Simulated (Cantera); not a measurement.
Charge: 1 mol CuO, 9.5 mol CO, a varied amount of H2, held at 1273.15 K and 45.0 Torr.

Equilibrium computed with Cantera from the NASA thermochemical tables; the gas is ideal and each condensed phase is pure. Candidate condensed phases: C, C6H6, C7H8, C8H18, Cu, CuO, Cu(OH)2, Cu2O, H2O; 113 gas species. Rates play no part.

Question: At 1.1 mol H2, list the 4 most abundant gas species with their mole fractions, and the condensed phases.

Answer: CO 0.816, H2 0.0893, CO2 0.0799, H2O 0.0145. Condensed: Cu(s).
